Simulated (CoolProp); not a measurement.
A single-stage vapour-compression cycle with R124: evaporating at 239.15 K (dew point), condensing at 290.15 K (bubble point), superheat 5 K, subcooling 5 K, compressor efficiency 0.7, no pressure losses. Each further row changes one setting.

The numbers come from the reference Helmholtz-energy equation of state, de Vries 1995 in CoolProp.

```
case                              cooling COP  pressure ratio  discharge temperature (K)  refrigerating effect (kJ/kg)  volumetric capacity (kJ/m³)
--------------------------------  -----------  --------------  -------------------------  ----------------------------  ---------------------------
as stated                                2.75            8.16                      316.3                           130                          324
evaporating temperature 244.15 K         3.19            6.34                      313.2                           ___                          420
condensing temperature 285.15 K          3.13             ___                      310.3                           136                          338
subcooling 10 K                          2.87            8.16                      316.3                           136                          338
superheat 15 K                            ___            8.16                      327.3                           137                          326
compressor efficiency 0.6                2.36            8.16                      326.2                           130                          324
```

Q: Fill in the missing entries.

A: 
- evaporating temperature 244.15 K, refrigerating effect (kJ/kg): 133
- condensing temperature 285.15 K, pressure ratio: 6.90
- superheat 15 K, cooling COP: 2.77
